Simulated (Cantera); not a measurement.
Cantera with NASA thermochemical tables; ideal gases at 1 bar, condensed phases pure. Values are per mole of reaction as written; species without (g) are pure solids or liquids, kept so even where they would boil at 1 bar.

Between 1298 and 1648 K, where is each reaction favourable under standard conditions?
- 6 B + 2 NH3(g) + 6 O2(g) → N2(g) + 6 HBO2(g)


- 6 B + 2 NH3(g) + 6 O2(g) → N2(g) + 6 HBO2(g): ΔG° is -3209 kJ at 1298 K and -3180 kJ at 1648 K; it stays negative (K > 1). ΔH° is -3327 kJ and ΔS° -89 J/K at 1648 K.
